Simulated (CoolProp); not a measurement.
c-C4F8 (RC318) at 257.65 K and 0.287 MPa flows at 0.84 m/s in a round tube of 25 mm bore and 45 µm roughness, fully developed (64/Re and Nu = 3.66 if laminar; Colebrook and Gnielinski if turbulent). Each further row changes one setting.

The numbers come from the reference Helmholtz-energy equation of state, Platzer 1990 in CoolProp. This equation is an older, rougher fit; its heat capacities, sound speeds and derivatives of the liquid may be far off and weren't checked against measurements.

```json
[
 {"case": "as stated", "Reynolds number": "50700", "Darcy friction factor": "0.0260", "pressure drop (Pa/m)": "605", "heat-transfer coefficient (W/(m² K))": "1290", "mass flow (kg/h)": "2450"},
 {"case": "velocity 1.68 m/s", "Reynolds number": "101000", "Darcy friction factor": "0.0246", "pressure drop (Pa/m)": "2290", "heat-transfer coefficient (W/(m² K))": "2520", "mass flow (kg/h)": "4900"},
 {"case": "diameter 50 mm", "Reynolds number": "101000", "Darcy friction factor": "0.0218", "pressure drop (Pa/m)": "254", "heat-transfer coefficient (W/(m² K))": "1160", "mass flow (kg/h)": "9790"}
]
```

Viscosity comes from a separate model (Huber 2003), an estimate that may be off by 10 % or more. Thermal conductivity comes from a separate model (Huber 2003), an estimate that may be off by 10 % or more.
